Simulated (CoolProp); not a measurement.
Values from CoolProp's reference Helmholtz-energy equation of state, Lemmon 2013.

Task: Give the vapour pressure (kPa), enthalpy of vaporisation (kJ/kg), surface tension (mN/m) of saturated propylene at 228, 247.7 K.

Result: 
| T (K) | p (kPa) | enthalpy of vaporisation (kJ/kg) | surface tension (mN/m) |
|---|---|---|---|
| 228 | 113 | 436 | 16.4 |
| 247.7 | 251 | 413 | 13.6 |

Surface tension comes from a separate correlation (Mulero 2012).
